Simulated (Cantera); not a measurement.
Charge: 1 mol Pb, 6 mol NH₃, 2.4 mol N₂, equilibrated at 1550 K and 7.50 Torr.

Cantera equilibrium calculation (NASA polynomials, part measured and part estimated; ideal gas, pure solids and liquids). Candidate condensed phases: Pb; 11 gas species. Kinetics and transport are ignored.

Base state: H₂ 0.584, N₂ 0.351, Pb 0.0649, H 0.000241 (mole fractions); condensed: gas only.

**Question.** What changes in the equilibrium state with this change: NH₃ from 6 to 0.33 mol?

**Answer.** 
```
species    before     after
-------  --------  --------
N₂          0.351     0.632
Pb         0.0649     0.246
H₂          0.584     0.122
H        0.000241  0.000110
```
